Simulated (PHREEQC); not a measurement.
# Nickel, zinc or cadmium bath: speciation

Solution (20 °C): 0.0099 mol CdSO4 and 0.016 mol H3BO3 per kg of water. Closed to the air; pH follows from the charge balance.

The numbers come from PHREEQC with the ion-association model, phreeqc.dat.

No solid was allowed to form.

Q: Estimate the pH, specific conductance, ionic strength.

A: pH 5.58; specific conductance 1210 µS/cm; ionic strength 0.0255 mol/kgw.

Q: In which forms is S present?

A: SO4-2 62 %, CdSO4 33 %, Cd(SO4)2-2 4.7 % of the S.
